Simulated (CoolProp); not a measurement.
Vapour-liquid equilibrium of hydrogen chloride (1) + propane (2) at -5.65 °C; x and y are mole fractions of (1).

The numbers come from the multi-fluid Helmholtz-energy mixture model, Thol 2018 and Lemmon 2009; pair parameters Bell 2016 in CoolProp.

```tsv
x	bubble pressure (bar)	y at the bubble point	dew pressure at overall composition x (bar)	liquid density (mol/L)
0.05	5.725	0.309	4.186	12.48
0.15	8.864	0.568	4.675	13.16
0.25	11.48	0.681	5.285	13.92
0.35	13.60	0.745	6.068	14.77
0.45	15.33	0.788	7.107	15.74
0.55	16.79	0.822	___	16.87
0.65	18.09	0.853	10.64	18.22
0.75	19.32	___	13.80	19.86
0.85	20.53	0.923	17.95	___
0.95	21.71	0.971	21.24	24.49
```

Complete the blanks.


- 0.55, dew pressure at overall composition x (bar): 8.545
- 0.75, y at the bubble point: 0.886
- 0.85, liquid density (mol/L): 21.91

No azeotrope shows between x = 0.05 and 0.95.

The pair parameters rest on a limited set of measurements; away from them the model extrapolates.
